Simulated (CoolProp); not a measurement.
Ammonia along the isobar 46.2 MPa: density (kg/m³) from the reference equation and from simpler models built on Tc = 405.6 K, pc = 11.36 MPa, ω = 0.256; each cubic takes its own stable root.

The numbers come from the reference Helmholtz-energy equation of state, Gao 2020 in CoolProp.

| T (K) | phase | reference | van der Waals | Redlich-Kwong | Soave-Redlich-Kwong |
|---|---|---|---|---|---|
| 392.1 | liquid | 514.9 | 313.5 | 404.0 | 406.9 |
| 408.8 | supercritical | 489.6 | 305.3 | 385.8 | 385.0 |
| 425.6 | supercritical | 462.8 | 296.8 | 367.0 | 362.1 |
| 442.3 | supercritical | 434.6 | 288.1 | 348.0 | 338.7 |
| 459 | supercritical | 405.2 | 279.2 | 329.0 | 315.2 |
| 475.7 | supercritical | 374.8 | 270.1 | 310.1 | 292.1 |
| 492.4 | supercritical | 344.4 | 260.9 | 291.6 | 270.2 |
| 509.1 | supercritical | 315.1 | 251.6 | 273.9 | 250.1 |
| 525.8 | supercritical | 288.2 | 242.2 | 257.2 | 232.0 |
| 542.5 | supercritical | 264.2 | 232.8 | 241.6 | 216.0 |
| 559.2 | supercritical | 243.5 | 223.5 | 227.5 | 202.1 |
| 575.9 | supercritical | 225.7 | 214.4 | 214.6 | 190.0 |
